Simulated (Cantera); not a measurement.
Input: 1 mol Al(CH₃)₃, 2.7 mol NH₃, 57 mol H₂, held at 0.0740 bar.

Method: chemical equilibrium by Gibbs-energy minimisation in Cantera with the NASA 1993 tables (ideal gas, pure condensed phases). Candidate condensed phases: Al, AlN, C, C₆H₆, C₇H₈, C₈H₁₈; 97 gas species. The feed counts by its element totals alone. Kinetics and transport are ignored.

Task: Which condensed phases are stable at each of these points (T (K)): 1275, 1375, 1475, 1575, 1675, 1775, 1875, 1975, 2075, 2175?

Result: 
```json
[
 {"T (K)": "1275", "condensed phases": "AlN(s) + C(graphite)", "Al condensed (%)": "100.0"},
 {"T (K)": "1375", "condensed phases": "AlN(s) + C(graphite)", "Al condensed (%)": "100.0"},
 {"T (K)": "1475", "condensed phases": "AlN(s) + C(graphite)", "Al condensed (%)": "100.0"},
 {"T (K)": "1575", "condensed phases": "AlN(s) + C(graphite)", "Al condensed (%)": "100.0"},
 {"T (K)": "1675", "condensed phases": "AlN(s) + C(graphite)", "Al condensed (%)": "100.0"},
 {"T (K)": "1775", "condensed phases": "AlN(s) + C(graphite)", "Al condensed (%)": "99.4"},
 {"T (K)": "1875", "condensed phases": "AlN(s) + C(graphite)", "Al condensed (%)": "94.7"},
 {"T (K)": "1975", "condensed phases": "AlN(s) + C(graphite)", "Al condensed (%)": "62.2"},
 {"T (K)": "2075", "condensed phases": "C(graphite)", "Al condensed (%)": "0.0"},
 {"T (K)": "2175", "condensed phases": "C(graphite)", "Al condensed (%)": "0.0"}
]
```

From 1275 K to 1975 K the condensed part is AlN(s) + C(graphite). From 2075 K to 2175 K the condensed part is C(graphite).
